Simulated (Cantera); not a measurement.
A perfectly stirred reactor is fed with 3.50 % H₂, 2.41 % O₂, 94.1 % N₂, equivalence ratio 0.73, at 0.940 bar; it is held at 1150 K, and followed from long to short residence time.

Cantera simulation using the H2/O2 subset of GRI-Mech 3.0, which has no nitrogen chemistry; the numbers are that mechanism's predictions, not measurements. The temperature is held fixed by assumption; the heat of reaction is taken as removed at once.

One state of this run: x H₂ = 6.66e-5; x O₂ = 0.00670; x H = 3.02e-6; x H₂O₂ = 1.32e-7; x H₂O = 0.0356. x: mole fraction; the columns are a selection and need not sum to one.

**Question.** Which value of τ (s) does it belong to?
A) 1.5
B) 0.020
C) 13
D) 0.36

**Answer.** A, 1.5
